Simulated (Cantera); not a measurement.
Feed: 1 mol PbO, 0.45 mol C, 15 mol N2, at 1.00 bar.

Equilibrium computed with Cantera from the NASA thermochemical tables; the gas is ideal and each condensed phase is pure. Candidate condensed phases: C, Pb, PbO, PbO2, Pb3O4; 27 gas species. Each liquid is taken as pure. Mutual solubility and eutectic melting of coexisting phases are not modelled. Gases not in the tables: (PbO)n polymers. Equilibrium is a limit: real reactors are often held back by kinetics, nucleation or transport.

x: gas mole fraction; n: condensed amount in mol.

| T (K) | x N2 | x Pb | x CO2 | x PbO | x CO | x NO | x O2 | n Pb(l) | n PbO(yellow) | n PbO(l) |
|---|---|---|---|---|---|---|---|---|---|---|
| 1000 | 0.971 | 1.62e-5 | 0.0291 | 3.05e-7 | 2.99e-6 | 4.50e-11 | <1e-12 | 0.900 | 0.100 | 0 |
| 1100 | 0.971 | … | 0.0291 | … | … | … | … | 0.898 | 0.1000 | 0 |
| 1200 | 0.970 | 0.000643 | 0.0291 | 6.82e-5 | 1.22e-5 | 1.98e-8 | 1.74e-9 | 0.890 | 0 | 0.0991 |
| 1300 | 0.968 | 0.00262 | 0.0290 | 0.000451 | 2.48e-5 | 1.71e-7 | 3.21e-8 | 0.859 | 0 | 0.0934 |
| 1400 | 0.960 | 0.00871 | 0.0288 | 0.00224 | 4.58e-5 | 1.07e-6 | 3.79e-7 | 0.763 | 0 | 0.0657 |
| 1500 | 0.941 | 0.0246 | 0.0281 | 0.00637 | 0.000107 | 3.75e-6 | 1.65e-6 | 0.507 | 0 | 0 |
| 1600 | 0.912 | 0.0542 | 0.0269 | 0.00655 | … | … | … | 0 | 0 | 0 |
| 1700 | 0.912 | 0.0538 | 0.0265 | 0.00692 | 0.000864 | 1.43e-5 | 4.43e-6 | 0 | 0 | 0 |
| 1800 | 0.912 | 0.0533 | 0.0259 | 0.00743 | 0.00142 | 3.67e-5 | 1.42e-5 | 0 | 0 | 0 |
| 1900 | 0.912 | 0.0527 | 0.0252 | 0.00805 | 0.00214 | 8.69e-5 | 4.17e-5 | 0 | 0 | 0 |
| 2000 | 0.912 | 0.0521 | 0.0243 | 0.00869 | 0.00303 | 0.000191 | 0.000112 | 0 | 0 | 0 |

Task: Some entries are withheld; supply them.

Result: 
- 1600, x CO: 0.000475
- 1600, x NO: 5.13e-6
- 1600, x O2: 1.27e-6
- 1100, x Pb: 0.000121
- 1100, x PbO: 6.19e-6
- 1100, x CO: 6.09e-6
- 1100, x NO: 1.31e-9
- 1100, x O2: 4.08e-11
